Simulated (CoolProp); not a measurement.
Computed with CoolProp (reference Helmholtz-energy equation of state, Bücker 2006).

Task: For isobutane, give the phase and the density (kg/m³), cp (kJ/(kg K)), isothermal compressibility (1/MPa) at 456.6 K and 0.68 MPa; 456.6 K and 2.04 MPa; 456.6 K and 2.72 MPa.

Result: 
- 456.6 K and 0.68 MPa: gas; density 10.9, cp 2.44, isothermal compressibility 1.54
- 456.6 K and 2.04 MPa: gas; density 36.4, cp 2.58, isothermal compressibility 0.579
- 456.6 K and 2.72 MPa: gas; density 51.8, cp 2.68, isothermal compressibility 0.469
